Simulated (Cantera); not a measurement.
**Equilibrium for halide evaporation, hydrolysis and transport: PbCl₂ + H₂ + N₂**

Input: 1 mol PbCl₂, 4.2 mol H₂, 1.7 mol N₂, held at 1.00 bar.

Equilibrium computed with Cantera from the NASA thermochemical tables; the gas is ideal and each condensed phase is pure. Candidate condensed phases: NH₄Cl, Pb, PbCl₂; 17 gas species. The tables' values for PbCl₄ are old estimates; treat these amounts as uncertain. The numbers say what is thermodynamically allowed, not how fast it happens.

From 1223 K to 1473 K the condensed part is Pb(l). From 1523 K to 1723 K nothing is condensed. The main Pb-bearing gas is PbCl₂ at 1223 K and PbCl at 1723 K.

```tsv
T (K)	x H₂	x N₂	x HCl	x PbCl	x Pb	x PbCl₂	x PbCl₄	n Pb(l)
1223	0.510	0.244	0.187	0.0167	0.000908	0.0398	0.000982	0.593
1273	0.509	0.243	0.183	0.0237	0.00184	0.0386	0.000461	0.548
1323	0.508	0.242	0.178	0.0323	0.00352	0.0367	0.000220	0.488
1373	0.507	0.240	0.171	0.0425	0.00641	0.0342	0.000106	0.409
1423	0.504	0.237	0.162	0.0541	0.0112	0.0312	5.10e-5	0.307
1473	0.501	0.234	0.152	0.0668	0.0188	0.0278	2.45e-5	0.174
1523	0.495	0.229	0.141	0.0799	0.0305	0.0242	1.16e-5	0
1573	0.489	0.228	0.149	0.0787	0.0352	0.0202	7.12e-6	0
1623	0.483	0.227	0.157	0.0769	0.0399	0.0168	4.41e-6	0
1673	0.477	0.226	0.164	0.0745	0.0446	0.0139	2.77e-6	0
1723	0.472	0.225	0.170	0.0717	0.0493	0.0116	1.76e-6	0
```
x: gas mole fraction; n: condensed amount in mol.
